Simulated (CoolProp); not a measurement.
Properties of the fluoroketone C6F12O (FK-5-1-12) along the isobar 0.101 MPa.

Model: reference Helmholtz-energy equation of state, McLinden 2015, in CoolProp.

```tsv
T (K)	phase	Z	speed of sound (m/s)	fugacity coefficient
408.1	gas	0.9743	102.5	0.9749
416.4	gas	0.9762	103.7	0.9767
424.8	gas	0.9779	___	0.9783
433.1	gas	0.9795	___	0.9798
441.5	gas	0.9809	107.3	0.9812
449.9	gas	0.9822	___	0.9824
458.2	gas	0.9834	___	0.9836
466.6	gas	0.9845	110.6	0.9846
474.9	gas	0.9855	___	0.9856
483.3	gas	0.9864	___	0.9865
491.6	gas	0.9873	113.8	0.9874
500	gas	0.9881	114.8	0.9881
```

Problem. Fill in the missing entries.

Solution. 
- 424.8, speed of sound (m/s): 104.9
- 433.1, speed of sound (m/s): 106.1
- 449.9, speed of sound (m/s): 108.4
- 458.2, speed of sound (m/s): 109.5
- 474.9, speed of sound (m/s): 111.7
- 483.3, speed of sound (m/s): 112.8
